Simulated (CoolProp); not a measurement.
c-C4F8 (RC318) at 474.54 K and 2.3 MPa is throttled through a valve to 1.29 MPa with no heat exchange. Each further row changes one setting.

Model: reference Helmholtz-energy equation of state, Platzer 1990, in CoolProp. This equation is an older, rougher fit.

```json
[
 {"case": "as stated", "temperature change (K)": "-5.0", "final density (kg/m³)": "71.8"},
 {"case": "outlet pressure 0.387 MPa", "temperature change (K)": "-9.3", "final density (kg/m³)": "20.5"},
 {"case": "outlet pressure 1.68 MPa", "temperature change (K)": "-3.1", "final density (kg/m³)": "95.5"}
]
```
